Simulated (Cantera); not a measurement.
What does this Cantera script print?

```python
import numpy as np
import cantera as ct

gas_names = [...]  # 136 gases of nasa_gas.yaml made of C, H, N, O
cond_names = """
    C(gr) C6H6(L) C7H8(L) C8H18(L),n-octa H2O(s) H2O(L)
""".split()


# ... load() reads the species with a 1 bar reference pressure and builds the phases ...
atoms = {
    'CO2': {'C': 1, 'O': 2},
    'H2': {'H': 2},
    'N2': {'N': 2},
}
top_T = {'C(gr)': 4500}  # K; cautious upper limits of use, not melting points


# ... equilibrate(T, P, feed) seeds the gas with the atoms and calls Mixture.equilibrate('TP', solver="vcs", rtol=1e-11, max_steps=5000) ...
results = []
feed = {'CO2': 1, 'H2': 0.11, 'N2': 0.53}  # mol
T = 2750  # K
for P in [10, 84, 710, 6000, 50000, 420000, 3600000, 30000000]:
    mix = equilibrate(T, P, feed)
    results.append((T, P, feed, dict(zip(mix.species_names, mix.species_moles))))

top = {s: max(r[3][s] / sum(r[3][g] for g in gas_names) for r in results) for s in gas_names}
cols = sorted((s for s in top if top[s] > 0.0001), key=lambda s: -top[s])[:6]
seen = [c for c in cond_names if any(r[3].get(c, 0) > 1e-12 for r in results)]
print("log10 of partial pressures in bar; condensed amounts in mol")
print(f"{'P/Pa':>10s}" + "".join(f"{s[:9]:>10s}" for s in cols + seen))
for T, P, feed, n in results:
    ng = sum(n[g] for g in gas_names)
    print(f"{P:10.4g}" + "".join(f"{np.log10(max(n[s] / ng * P / 1e5, 1e-99)):10.3f}" for s in cols)
          + "".join(f"{n.get(c, 0):10.4g}" for c in seen))
```

It prints:

```
log10 of partial pressures in bar; condensed amounts in mol
      P/Pa       CO2        CO         O        N2        O2         H
        10    -6.631    -4.437    -4.457    -4.714    -6.210    -5.099
        84    -4.862    -3.507    -3.618    -3.772    -4.532    -4.194
       710    -3.284    -2.588    -2.960    -2.795    -3.216    -3.412
      6000    -1.942    -1.732    -2.474    -1.810    -2.245    -2.884
     5e+04    -0.785    -0.956    -2.093    -0.846    -1.482    -2.496
   4.2e+05     0.264    -0.219    -1.781     0.106    -0.857    -2.140
   3.6e+06     1.258     0.536    -1.541     1.055    -0.378    -1.771
     3e+07     2.204     1.347    -1.407     1.983    -0.110    -1.368
```

Method: chemical equilibrium by Gibbs-energy minimisation in Cantera with the NASA 1993 tables (ideal gas, pure condensed phases). The ideal-gas law is rough above about 30 bar.
